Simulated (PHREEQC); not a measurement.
A solution holds 0.0055 mol/kgw Na3PO4, at 25 °C. Closed to the air; pH follows from the charge balance.

All values are PHREEQC results (ion-association model, phreeqc.dat), not measurements.

This is a speciation only: nothing precipitates in the calculation.

Q: Order these P species by the share of P that they hold, largest first: PO4-3, NaHPO4-, HPO4-2.

A: HPO4-2 (73 %), PO4-3 (25 %), NaHPO4- (1.3 %)

The pH is 11.54 and the ionic strength 0.0246 mol/kgw.
